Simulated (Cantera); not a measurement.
Equilibrium for titanium nitride, carbide and oxide coatings: Ti(OiPr)₄ + CH₄ + H₂

A closed system holds: 1 mol Ti(OiPr)₄, 6.9 mol CH₄, 2.3 mol H₂, at 1.00 bar.

Equilibrium computed with Cantera from the NASA thermochemical tables; the gas is ideal and each condensed phase is pure. Candidate condensed phases: C, C₆H₆, C₇H₈, C₈H₁₈, H₂O, Ti, TiC, TiO, TiO₂, Ti₂O₃, Ti₃O₅, Ti₄O₇; 113 gas species. The feed counts by its element totals alone. TiC: taken at fixed stoichiometry. Condensed phases not in the tables: Magnéli phases beyond Ti₄O₇. Equilibrium is a limit: real reactors are often held back by kinetics, nucleation or transport.

| T (K) | log p H₂ | log p CO | log p CH₄ | log p H₂O | log p H | log p C₂H₂ (acetylene) | n C(graphite) | n TiO₂(rutile) | n Ti₄O₇(s) | n Ti₃O₅(s) | n TiC(s) |
|---|---|---|---|---|---|---|---|---|---|---|---|
| 1200 | -0.03 | -1.21 | -1.87 | -2.83 | -6.72 | -7.02 | 16.5 | 1.00 | 0 | 0 | 0 |
| 1250 | -0.04 | -1.16 | -2.03 | -3.02 | -6.33 | -6.63 | 16.4 | 0 | 0.250 | 0 | 0 |
| 1300 | -0.03 | -1.16 | -2.17 | -3.23 | -5.97 | -6.27 | 16.5 | 0 | 0.250 | 0 | 0 |
| 1350 | -0.03 | -1.14 | -2.31 | -3.42 | -5.64 | -5.94 | 16.4 | 0 | 0 | 0.333 | 0 |
| 1400 | -0.03 | -1.14 | -2.43 | -3.61 | -5.33 | -5.63 | 16.5 | 0 | 0 | 0.333 | 0 |
| 1450 | -0.06 | -0.93 | -2.59 | -3.59 | -5.05 | -5.37 | 13.8 | 0 | 0 | 0 | 1.00 |
| 1500 | -0.06 | -0.93 | -2.70 | -3.75 | -4.78 | -5.10 | 13.8 | 0 | 0 | 0 | 1.00 |
| 1550 | -0.06 | -0.93 | -2.80 | -3.90 | -4.53 | -4.85 | 13.8 | 0 | 0 | 0 | 1.00 |
| 1600 | -0.05 | -0.93 | -2.90 | -4.04 | -4.29 | -4.62 | 13.9 | 0 | 0 | 0 | 1.00 |
| 1650 | -0.05 | -0.93 | -2.99 | -4.18 | -4.07 | -4.40 | 13.9 | 0 | 0 | 0 | 1.00 |
| 1700 | -0.05 | -0.93 | -3.07 | -4.30 | -3.86 | -4.19 | 13.9 | 0 | 0 | 0 | 1.00 |
| 1750 | -0.05 | -0.93 | -3.15 | -4.42 | -3.66 | -3.99 | 13.9 | 0 | 0 | 0 | 1.00 |
| 1800 | -0.05 | -0.93 | -3.22 | -4.53 | -3.47 | -3.81 | 13.9 | 0 | 0 | 0 | 1.00 |
| 1850 | -0.05 | -0.93 | -3.29 | -4.64 | -3.30 | -3.64 | 13.9 | 0 | 0 | 0 | 1.00 |
log p: log10 of the partial pressure in bar; n: condensed amount in mol.

At 1200 K the condensed part is C(graphite) + TiO₂(rutile). From 1250 K to 1300 K the condensed part is C(graphite) + Ti₄O₇(s). From 1350 K to 1400 K the condensed part is C(graphite) + Ti₃O₅(s). From 1450 K to 1850 K the condensed part is C(graphite) + TiC(s).
